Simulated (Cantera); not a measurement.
An isothermal, constant-pressure homogeneous reactor starts with CH4 : H2O = 1 : 0.09 (molar parts), at 1350 K and 9.87 atm.

Model: GRI-Mech 3.0 (53 species, 325 reactions), integrated in Cantera. GRI-Mech 3.0 stops at C3 and has no aromatics, soot or wall deposition, so with more carbon than oxygen in the feed, carbon stays in small species such as C2H2 where larger ones or solid carbon would form.

### Question
Predict: x(CH4) at 5.00 s; x(H2O) at 5.00 s; x(C2H4) at 5.00 s; x(CH2O) at 5.00 s; x(CO) at 5.00 s.

### Answer
* **x(CH4) at 5.00 s**: 0.644 (gas-phase equilibrium 0.615)
* **x(H2O) at 5.00 s**: 0.0723 (gas-phase equilibrium 7.88e-6)
* **x(C2H4) at 5.00 s**: 0.0620 (gas-phase equilibrium 0.0274)
* **x(CH2O) at 5.00 s**: 9.00e-8 (gas-phase equilibrium 8.78e-8)
* **x(CO) at 5.00 s**: 0.00120 (gas-phase equilibrium 0.0680)
